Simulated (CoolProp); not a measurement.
Model: reference Helmholtz-energy equation of state, Tillner-Roth 1997, in CoolProp.

Give the vapour pressure (bar), enthalpy of vaporisation (kJ/kg), surface tension (mN/m), liquid conductivity (mW/(m K)) of saturated CH2F2 (R32) at -2.95, 36.75 °C.


| T (°C) | p (bar) | enthalpy of vaporisation (kJ/kg) | surface tension (mN/m) | liquid conductivity (mW/(m K)) |
|---|---|---|---|---|
| -2.95 | 7.39 | 320 | 11.5 | 157 |
| 36.75 | 22.9 | 245 | 4.97 | 124 |

Thermal conductivity comes from a separate model (Huber 2003), an estimate that may be off by 10 % or more. Surface tension comes from a separate correlation (Mulero 2012).
